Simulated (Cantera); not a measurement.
Feed: 1 mol PbO, 0.1 mol N2, held at 1.00 bar.

These are equilibrium values from Cantera (NASA tables, ideal gas, pure condensed phases), not measurements of a reactor. Candidate condensed phases: Pb, PbO, PbO2, Pb3O4; 12 gas species. Kinetics and transport are ignored.

**Question.** Which condensed phases are stable at each of these points (T (°C)): 377, 402, 427, 452, 477, 502, 527, 552, 577, 602, 627, 652, 677?

**Answer.** 
| T (°C) | condensed phases | Pb condensed (%) |
|---|---|---|
| 377 | PbO(red) | 100.0 |
| 402 | PbO(red) | 100.0 |
| 427 | PbO(red) | 100.0 |
| 452 | PbO(red) | 100.0 |
| 477 | PbO(red) | 100.0 |
| 502 | PbO(yellow) | 100.0 |
| 527 | PbO(yellow) | 100.0 |
| 552 | PbO(yellow) | 100.0 |
| 577 | PbO(yellow) | 100.0 |
| 602 | PbO(yellow) | 100.0 |
| 627 | PbO(yellow) | 100.0 |
| 652 | PbO(yellow) | 100.0 |
| 677 | PbO(yellow) | 100.0 |

From 377 °C to 477 °C the condensed part is PbO(red). From 502 °C to 677 °C the condensed part is PbO(yellow).
